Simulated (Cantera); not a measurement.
Feed: 1 mol CH3F, 0.037 mol F2, 7.8 mol H2, held at 3298.15 K and 10000 Pa.

Equilibrium computed with Cantera from the NASA thermochemical tables; the gas is ideal and each condensed phase is pure. Equilibrium is a limit: real reactors are often held back by kinetics, nucleation or transport.

```json
[
 {"species": "H2", "before": "0.283", "after": "0.890"},
 {"species": "HF", "before": "0.0721", "after": "0.109"},
 {"species": "H", "before": "0.612", "after": "0.000544"},
 {"species": "C2H2 (acetylene)", "before": "0.0111", "after": "8.06e-5"},
 {"species": "C3", "before": "0.00853", "after": "<1e-9"},
 {"species": "C2H", "before": "0.00604", "after": "<1e-9"},
 {"species": "C", "before": "0.00357", "after": "<1e-9"},
 {"species": "C2", "before": "0.00172", "after": "<1e-9"},
 {"species": "F", "before": "0.00158", "after": "7.44e-9"},
 {"species": "CH", "before": "0.000173", "after": "<1e-9"},
 {"species": "C(graphite), mol", "before": "0", "after": "0.998"}
]
```
Gas species are given as mole fractions.

Q: What was changed between the two runs?
(A) temperature from 3298.15 K to 1723 K
(B) temperature from 3298.15 K to 3148.15 K
(C) CH3F replaced by C2F6
(D) H2 from 7.8 to 2.4 mol

A: A, temperature from 3298.15 K to 1723 K
